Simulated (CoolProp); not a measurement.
A single-stage vapour-compression cycle with R410A: evaporating at 245.15 K (dew point), condensing at 312.15 K (bubble point), superheat 5 K, subcooling 0 K, compressor efficiency 0.65, no pressure losses. Each further row changes one setting.

Values from CoolProp's reference Helmholtz-energy equation of state, Lemmon 2003. It is a pseudo-pure fit of the blend.

```
case                              cooling COP  pressure ratio  discharge temperature (K)  refrigerating effect (kJ/kg)  volumetric capacity (kJ/m³)
--------------------------------  -----------  --------------  -------------------------  ----------------------------  ---------------------------
as stated                                1.58            8.10                      380.2                           151                         1670
evaporating temperature 250.15 K          [?]             [?]                        [?]                           153                          [?]
condensing temperature 307.15 K           [?]             [?]                      371.9                           160                         1770
subcooling 5 K                           1.67            8.10                      380.2                           160                         1770
superheat 15 K                           1.58            8.10                        [?]                           160                          [?]
compressor efficiency 0.55               1.33            8.10                      396.0                           151                         1670
```

**Question.** Complete the blanks.

**Answer.** 
- evaporating temperature 250.15 K, cooling COP: 1.78
- evaporating temperature 250.15 K, pressure ratio: 6.65
- evaporating temperature 250.15 K, discharge temperature (K): 373.5
- evaporating temperature 250.15 K, volumetric capacity (kJ/m³): 2050
- condensing temperature 307.15 K, cooling COP: 1.79
- condensing temperature 307.15 K, pressure ratio: 7.16
- superheat 15 K, discharge temperature (K): 393.1
- superheat 15 K, volumetric capacity (kJ/m³): 1680
